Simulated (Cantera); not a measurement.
Charge: 1 mol B2O3, 9.4 mol O2, equilibrated at 1.20 mbar.

Method: chemical equilibrium by Gibbs-energy minimisation in Cantera with the NASA 1993 tables (ideal gas, pure condensed phases). Candidate condensed phases: B, B2O3; 10 gas species. Kinetics and transport are ignored.

log p: log10 of the partial pressure in bar; n: condensed amount in mol.

```csv
T (K),log p O2,log p O,log p BO2,log p B2O3,log p BO,log p B2O2,log p O3,n B2O3(l)
1323,-2.92,-8.04,-7.22,-6.46,-13.17,<-14,-13.56,0.997
1423,-2.92,[?],[?],[?],[?],[?],[?],0.966
1523,-2.93,[?],[?],[?],[?],[?],[?],[?]
1623,-2.97,-6.20,-4.99,-3.96,-8.89,-11.41,-12.57,0
1723,-2.97,-5.73,-4.75,-3.98,-8.13,-10.72,-12.31,0
1823,-2.97,-5.31,-4.53,-4.00,-7.46,-10.11,-12.07,0
1923,-2.98,-4.93,-4.35,-4.04,-6.87,-9.58,-11.86,0
2023,-2.99,-4.59,-4.20,-4.09,-6.34,-9.12,-11.67,0
2123,-3.00,-4.29,-4.08,-4.17,-5.87,-8.73,-11.51,0
2223,-3.03,-4.02,-3.98,-4.27,-5.47,-8.39,-11.38,0
2323,-3.06,-3.78,-3.92,-4.40,-5.11,-8.12,-11.29,0
```

Question: Complete the blanks.

Answer: 
- 1423, log p O: -7.33
- 1423, log p BO2: -6.31
- 1423, log p B2O3: -5.39
- 1423, log p BO: -11.49
- 1423, log p B2O2: -14.59
- 1423, log p O3: -13.16
- 1523, log p O: -6.73
- 1523, log p BO2: -5.52
- 1523, log p B2O3: -4.46
- 1523, log p BO: -10.03
- 1523, log p B2O2: -12.74
- 1523, log p O3: -12.83
- 1523, n B2O3(l): 0.709
